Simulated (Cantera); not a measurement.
**Pyrogenic steam for wet oxidation**

An isothermal, constant-pressure homogeneous reactor starts with H₂ : O₂ : N₂ = 0.67 : 1 : 1.5 (molar parts), equivalence ratio 0.34, at 1375 K and 0.200 bar.

Cantera simulation using GRI-Mech 3.0 (53 species, 325 reactions); the numbers are that mechanism's predictions, not measurements. The temperature is held fixed by assumption; the heat of reaction is taken as removed at once.

```tsv
t (s)	x H₂	x O₂	x HO₂	x N₂O	x NO
0.000800	0.00142	0.232	2.30e-5	8.04e-8	1.18e-5
0.00153	0.000335	0.234	9.80e-6	9.93e-8	1.19e-5
0.00293	8.66e-5	0.234	3.41e-6	1.11e-7	1.19e-5
0.00559	2.66e-5	0.234	1.24e-6	1.17e-7	1.19e-5
0.0107	9.60e-6	0.234	5.02e-7	1.21e-7	1.19e-5
0.0205	3.90e-6	0.234	2.32e-7	1.21e-7	1.19e-5
0.0391	1.75e-6	0.235	1.28e-7	1.19e-7	1.19e-5
0.0748	8.61e-7	0.235	9.06e-8	1.12e-7	1.19e-5
0.143	4.94e-7	0.235	8.14e-8	9.76e-8	1.19e-5
0.273	3.64e-7	0.235	8.14e-8	7.46e-8	1.19e-5
0.523	3.38e-7	0.235	8.19e-8	4.61e-8	1.19e-5
1.00	3.36e-7	0.235	8.20e-8	2.30e-8	1.19e-5
```
x: mole fraction; the columns are a selection and need not sum to one.

Equilibrium at this temperature and pressure: H₂ 3.36e-7, O₂ 0.234, HO₂ 8.19e-8, N₂O 1.28e-8, NO 0.000546 (gas phase only).
